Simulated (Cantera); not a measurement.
A Cantera script and its output.

```python
import numpy as np
import cantera as ct

gas = ct.Solution("h2o2.yaml")
gas.TPX = 1175, 2666, {'H2': 0.0078, 'O2': 1}
reactor = ct.IdealGasConstPressureReactor(gas, energy="off", clone=False)
net = ct.ReactorNet([reactor])
net.rtol, net.atol = 1e-08, 1e-18
show = ['H2', 'O2', 'OH', 'H2O2', 'HO2']
times = np.geomspace(9e-05, 3, 15)

steps = ct.SolutionArray(gas, extra=["t"])
rows = []
print(f"{'t/s':>10s}{'T/K':>9s}{'P/Pa':>11s}" + "".join(f"{s:>11s}" for s in show))
for t in times:
    while net.time < t:
        t_next = net.step()
        steps.append(gas.state, t=t_next)
    rows.append([np.interp(t, steps.t, y) for y in (steps.T, steps.P, *steps(*show).X.T)])
    print(f"{t:10.3e}{rows[-1][0]:9.1f}{rows[-1][1]:11.4g}" + "".join(f"{x:11.3e}" for x in rows[-1][2:]))
rate = np.gradient(steps.T, steps.t)
print("integrator steps:", len(steps.t))
if steps.T.max() > steps.T[0] + 200:
    print(f"time of steepest temperature rise: {steps.t[rate.argmax()]:.4e} s")
gas.TPX = 1175, 2666, {'H2': 0.0078, 'O2': 1}
gas.equilibrate("TP")
print(f"equilibrium (TP): T = {gas.T:.1f} K  " + "  ".join(f"{s} {gas[s].X[0]:.3e}" for s in show))
```

It prints:

```
       t/s      T/K       P/Pa         H2         O2         OH       H2O2        HO2
 9.000e-05   1175.0       2666  7.740e-03  9.923e-01  5.757e-10  3.538e-14  7.867e-10
 1.894e-04   1175.0       2666  7.740e-03  9.923e-01  1.560e-09  1.565e-13  1.659e-09
 3.984e-04   1175.0       2666  7.740e-03  9.923e-01  4.628e-09  6.907e-13  3.505e-09
 8.384e-04   1175.0       2666  7.740e-03  9.923e-01  2.092e-08  3.046e-12  7.505e-09
 1.764e-03   1175.0       2666  7.739e-03  9.923e-01  3.035e-07  1.407e-11  1.878e-08
 3.712e-03   1175.0       2666  7.588e-03  9.921e-01  6.846e-05  7.895e-10  6.957e-07
 7.809e-03   1175.0       2666  1.705e-04  9.857e-01  8.153e-04  6.284e-08  2.087e-06
 1.643e-02   1175.0       2666  2.290e-05  9.866e-01  5.132e-04  2.881e-08  1.449e-06
 3.457e-02   1175.0       2666  1.686e-05  9.880e-01  4.412e-04  2.796e-08  1.255e-06
 7.275e-02   1175.0       2666  9.955e-06  9.897e-01  3.398e-04  2.601e-08  9.664e-07
 1.531e-01   1175.0       2666  4.452e-06  9.911e-01  2.282e-04  2.205e-08  6.312e-07
 3.221e-01   1175.0       2666  1.542e-06  9.918e-01  1.353e-04  1.584e-08  3.416e-07
 6.776e-01   1175.0       2666  4.543e-07  9.921e-01  7.410e-05  9.044e-09  1.548e-07
 1.426e+00   1175.0       2666  1.272e-07  9.922e-01  3.954e-05  4.105e-09  6.110e-08
 3.000e+00   1175.0       2666  3.688e-08  9.922e-01  2.146e-05  1.610e-09  2.262e-08
integrator steps: 1490
equilibrium (TP): T = 1175.0 K  H2 3.593e-10  O2 9.922e-01  OH 2.159e-06  H2O2 2.409e-11  HO2 3.644e-09
```

Detailed kinetics in Cantera: the H2/O2 subset of GRI-Mech 3.0, which has no nitrogen chemistry. Radical loss at walls, strong at low pressure, is not modelled.
